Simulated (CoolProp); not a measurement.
100 sccm (0 °C, 1 atm) of nitrogen bubbles through liquid o-xylene at 283.9 K and leaves saturated at a total pressure of 0.0103 MPa (ideal gas phase). Each further row changes one setting.

The numbers come from the reference Helmholtz-energy equation of state, Zhou 2012 in CoolProp.

```
case                       vapour pressure (kPa)  mole fraction of vapour  delivery (mg/min)  delivery (sccm)  change of delivery for a bath 1 K warmer (%)
-------------------------  ---------------------  -----------------------  -----------------  ---------------  --------------------------------------------
as stated                                  0.368                   0.0358               17.6             3.71                                           7.1
bath temperature 288.9 K                   0.509                   0.0494               24.6             5.20                                           6.9
total pressure 0.0206 MPa                  0.368                   0.0179               8.63             1.82                                           6.9
```
